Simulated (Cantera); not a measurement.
# NO annealing gas

An isothermal, constant-pressure homogeneous reactor starts with NO : N₂ = 1 : 3.6 (molar parts), at 1775 K and 0.0612 atm.

Detailed kinetics in Cantera: GRI-Mech 3.0 (53 species, 325 reactions).

```csv
t (s),x NO,x N₂,x O,x N₂O,x NO₂,x O₂
0.000600,0.217,0.783,3.17e-7,3.21e-7,9.95e-9,5.77e-10
0.00135,0.217,0.783,6.94e-7,7.14e-7,4.77e-8,2.88e-9
0.00303,0.217,0.783,1.49e-6,1.57e-6,2.16e-7,1.44e-8
0.00680,0.217,0.783,3.11e-6,3.34e-6,8.77e-7,7.59e-8
0.0153,0.217,0.783,6.51e-6,6.69e-6,2.98e-6,4.72e-7
0.0343,0.217,0.783,1.33e-5,1.18e-5,7.73e-6,3.58e-6
0.0771,0.217,0.783,2.02e-5,1.66e-5,1.26e-5,2.27e-5
0.173,0.217,0.783,2.20e-5,1.83e-5,1.38e-5,8.39e-5
0.389,0.217,0.783,2.26e-5,1.83e-5,1.43e-5,0.000227
0.874,0.216,0.783,2.37e-5,1.82e-5,1.51e-5,0.000550
1.96,0.215,0.784,2.60e-5,1.79e-5,1.69e-5,0.00128
4.41,0.211,0.786,3.06e-5,1.72e-5,2.03e-5,0.00293
9.91,0.204,0.789,3.89e-5,1.58e-5,2.60e-5,0.00668
22.3,0.187,0.798,5.25e-5,1.31e-5,3.37e-5,0.0150
50.0,0.153,0.815,7.24e-5,8.54e-6,3.94e-5,0.0319
```
x: mole fraction; the columns are a selection and need not sum to one.

Equilibrium at this temperature and pressure: NO 0.00291, N₂ 0.890, O 0.000127, N₂O 4.44e-8, NO₂ 1.37e-6, O₂ 0.107 (gas phase only).
